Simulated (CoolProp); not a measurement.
R236EA at 298.15 K and 0.0416 MPa flows at 2.5 m/s in a round tube of 1 mm bore and 1.5 µm roughness, fully developed (64/Re and Nu = 3.66 if laminar; Colebrook and Gnielinski if turbulent). Each further row changes one setting.

Computed with CoolProp (reference Helmholtz-energy equation of state, Rui 2013).

```
case            Reynolds number  Darcy friction factor  pressure drop (Pa/m)  heat-transfer coefficient (W/(m² K))  mass flow (kg/h)
--------------  ---------------  ---------------------  --------------------  ------------------------------------  ----------------
as stated                   591                  0.108                   875                                  52.7            0.0183
velocity 5 m/s             1180                 0.0541                  1750                                  52.7            0.0366
diameter 2 mm              1180                 0.0541                   219                                  26.4            0.0731
```

Viscosity comes from a separate model (Huber 2003), an estimate that may be off by 10 % or more. Thermal conductivity comes from a separate model (Huber 2003), an estimate that may be off by 10 % or more.
